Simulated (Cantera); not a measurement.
## Halide evaporation, hydrolysis and transport: NaCl + HCl + N₂

Feed: 1 mol NaCl, 0.053 mol HCl, 110 mol N₂, held at 0.590 bar.

Cantera equilibrium calculation (NASA polynomials, part measured and part estimated; ideal gas, pure solids and liquids). Candidate condensed phases: NH₄Cl, Na, NaCl; 17 gas species. Equilibrium is a limit: real reactors are often held back by kinetics, nucleation or transport.

From 950 K to 1050 K the condensed part is NaCl(s). From 1100 K to 1150 K the condensed part is NaCl(l). From 1200 K to 1600 K nothing is condensed. The main Na-bearing gas is NaCl throughout.

```json
[
 {"T (K)": "950", "log p N₂": "-0.23", "log p NaCl": "-4.81", "log p Na₂Cl₂": "-5.27", "log p HCl": "-3.55", "log p Cl": "-8.48", "log p H₂": "-8.69", "log p Na": "<-12", "log p H": "<-12", "n NaCl(s)": "0.995", "n NaCl(l)": "0"},
 {"T (K)": "1000", "log p N₂": "-0.23", "log p NaCl": "-4.21", "log p Na₂Cl₂": "-4.62", "log p HCl": "-3.55", "log p Cl": "-8.06", "log p H₂": "-8.32", "log p Na": "<-12", "log p H": "<-12", "n NaCl(s)": "0.980", "n NaCl(l)": "0"},
 {"T (K)": "1050", "log p N₂": "-0.23", "log p NaCl": "-3.68", "log p Na₂Cl₂": "-4.04", "log p HCl": "-3.55", "log p Cl": "-7.69", "log p H₂": "-7.97", "log p Na": "-11.54", "log p H": "-12.07", "n NaCl(s)": "0.927", "n NaCl(l)": "0"},
 {"T (K)": "1100", "log p N₂": "-0.23", "log p NaCl": "-3.23", "log p Na₂Cl₂": "-3.59", "log p HCl": "-3.55", "log p Cl": "-7.36", "log p H₂": "-7.65", "log p Na": "-10.49", "log p H": "-11.41", "n NaCl(s)": "0", "n NaCl(l)": "0.792"},
 {"T (K)": "1150", "log p N₂": "-0.23", "log p NaCl": "-2.85", "log p Na₂Cl₂": "-3.23", "log p HCl": "-3.55", "log p Cl": "-7.06", "log p H₂": "-7.35", "log p Na": "-9.56", "log p H": "-10.80", "n NaCl(s)": "0", "n NaCl(l)": "0.514"},
 {"T (K)": "1200", "log p N₂": "-0.23", "log p NaCl": "-2.52", "log p Na₂Cl₂": "-2.95", "log p HCl": "-3.55", "log p Cl": "-6.78", "log p H₂": "-7.08", "log p Na": "-8.72", "log p H": "-10.24", "n NaCl(s)": "0", "n NaCl(l)": "0"},
 {"T (K)": "1250", "log p N₂": "-0.23", "log p NaCl": "-2.43", "log p Na₂Cl₂": "-3.11", "log p HCl": "-3.55", "log p Cl": "-6.52", "log p H₂": "-6.83", "log p Na": "-8.16", "log p H": "-9.73", "n NaCl(s)": "0", "n NaCl(l)": "0"},
 {"T (K)": "1300", "log p N₂": "-0.23", "log p NaCl": "-2.36", "log p Na₂Cl₂": "-3.30", "log p HCl": "-3.55", "log p Cl": "-6.28", "log p H₂": "-6.60", "log p Na": "-7.67", "log p H": "-9.26", "n NaCl(s)": "0", "n NaCl(l)": "0"},
 {"T (K)": "1350", "log p N₂": "-0.23", "log p NaCl": "-2.33", "log p Na₂Cl₂": "-3.52", "log p HCl": "-3.55", "log p Cl": "-6.06", "log p H₂": "-6.39", "log p Na": "-7.24", "log p H": "-8.82", "n NaCl(s)": "0", "n NaCl(l)": "0"},
 {"T (K)": "1400", "log p N₂": "-0.23", "log p NaCl": "-2.31", "log p Na₂Cl₂": "-3.74", "log p HCl": "-3.55", "log p Cl": "-5.85", "log p H₂": "-6.20", "log p Na": "-6.85", "log p H": "-8.41", "n NaCl(s)": "0", "n NaCl(l)": "0"},
 {"T (K)": "1450", "log p N₂": "-0.23", "log p NaCl": "-2.29", "log p Na₂Cl₂": "-3.97", "log p HCl": "-3.55", "log p Cl": "-5.65", "log p H₂": "-6.02", "log p Na": "-6.50", "log p H": "-8.04", "n NaCl(s)": "0", "n NaCl(l)": "0"},
 {"T (K)": "1500", "log p N₂": "-0.23", "log p NaCl": "-2.29", "log p Na₂Cl₂": "-4.19", "log p HCl": "-3.55", "log p Cl": "-5.47", "log p H₂": "-5.87", "log p Na": "-6.18", "log p H": "-7.69", "n NaCl(s)": "0", "n NaCl(l)": "0"},
 {"T (K)": "1550", "log p N₂": "-0.23", "log p NaCl": "-2.28", "log p Na₂Cl₂": "-4.40", "log p HCl": "-3.56", "log p Cl": "-5.29", "log p H₂": "-5.73", "log p Na": "-5.88", "log p H": "-7.37", "n NaCl(s)": "0", "n NaCl(l)": "0"},
 {"T (K)": "1600", "log p N₂": "-0.23", "log p NaCl": "-2.28", "log p Na₂Cl₂": "-4.60", "log p HCl": "-3.56", "log p Cl": "-5.12", "log p H₂": "-5.60", "log p Na": "-5.61", "log p H": "-7.07", "n NaCl(s)": "0", "n NaCl(l)": "0"}
]
```
log p: log10 of the partial pressure in bar; n: condensed amount in mol.
